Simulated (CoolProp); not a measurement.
Computed with CoolProp (reference Helmholtz-energy equation of state, Lemmon 2005).

### Question
Give the vapour pressure (bar), liquid density (kg/m³), enthalpy of vaporisation (kJ/kg), vapour Z of saturated R125 at 245.3 K.

### Answer
```tsv
T (K)	p (bar)	liquid density (kg/m³)	enthalpy of vaporisation (kJ/kg)	vapour Z
245.3	2.49	1440	152	0.920
```
